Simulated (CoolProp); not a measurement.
Ethylene along the isotherm 176.85 °C: density (kg/m³) from the reference equation and from simpler models built on Tc = 9.2 °C, pc = 5.042 MPa, ω = 0.087; each cubic takes its own stable root.

Model: reference Helmholtz-energy equation of state, Smukala 2000, in CoolProp.

| p (MPa) | phase | reference |
|---|---|---|
| 4.58 | gas | 36.54 |
| 9.17 | supercritical | 77.28 |
| 13.8 | supercritical | 120.8 |
| 18.3 | supercritical | 162.0 |
| 22.9 | supercritical | 199.9 |
| 27.5 | supercritical | 232.2 |
| 32.1 | supercritical | 259.3 |
| 36.7 | supercritical | 282.1 |
| 41.3 | supercritical | 301.4 |
| 45.8 | supercritical | 317.8 |
| 50.4 | supercritical | 332.5 |

How far does each simpler model (ideal gas, van der Waals, Redlich-Kwong, Soave-Redlich-Kwong, Peng-Robinson) lie from the reference over these 11 states: mean and median of the absolute difference, and the worst?


- ideal gas: mean 9.6 %, median 11.0 %, worst -15.3 % at 176.85 °C and 18.3 MPa
- van der Waals: mean 5.9 %, median 6.0 %, worst -11.3 % at 176.85 °C and 50.4 MPa
- Redlich-Kwong: mean 0.5 %, median 0.4 %, worst +1.2 % at 176.85 °C and 9.17 MPa
- Soave-Redlich-Kwong: mean 3.9 %, median 4.1 %, worst -5.4 % at 176.85 °C and 27.5 MPa
- Peng-Robinson: mean 2.0 %, median 1.4 %, worst +4.9 % at 176.85 °C and 50.4 MPa
